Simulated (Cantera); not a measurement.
A perfectly stirred reactor is fed with C2H4 : O2 : N2 : CO2 = 1 : 2.31 : 8.68 : 2 (molar parts), equivalence ratio 1.3, at 760 Torr; it is adiabatic with a 798 K inlet, and is followed from long to short residence time, starting on the burning branch (τ in s: 0.034, 0.016, 0.0074, 0.0034, 0.0016, 0.00074, 0.00034, 0.00016, 7.5e-05, 3.5e-05, 1.6e-05).

Detailed kinetics in Cantera: GRI-Mech 3.0 (53 species, 325 reactions). GRI-Mech 3.0 was tuned for natural gas; its chemistry of ethylene as a main component is partial and can be far from experiment.

Task: Predict: blow-out, bracketed by the residence times tried; x(C2H4) at τ = 34.0 ms; x(O2) at τ = 34.0 ms; x(CO2) at τ = 34.0 ms; x(CH4) at τ = 34.0 ms; x(O) at τ = 34.0 ms; x(C2H4) at τ = 0.740 ms; x(O2) at τ = 0.740 ms; x(CO2) at τ = 0.740 ms; x(CH4) at τ = 0.740 ms; x(O) at τ = 0.740 ms.

Result: 
```
Item                                                                          Result
------------------------------------------------  ----------------------------------
blow-out, bracketed by the residence times tried  burning at 35.0 µs, out at 16.0 µs
x(C2H4) at τ = 34.0 ms                                                       3.28e-6
x(O2) at τ = 34.0 ms                                                         0.00228
x(CO2) at τ = 34.0 ms                                                          0.182
x(CH4) at τ = 34.0 ms                                                        3.53e-7
x(O) at τ = 34.0 ms                                                         0.000454
x(C2H4) at τ = 0.740 ms                                                      6.25e-5
x(O2) at τ = 0.740 ms                                                         0.0110
x(CO2) at τ = 0.740 ms                                                         0.165
x(CH4) at τ = 0.740 ms                                                       2.07e-6
x(O) at τ = 0.740 ms                                                         0.00273
```
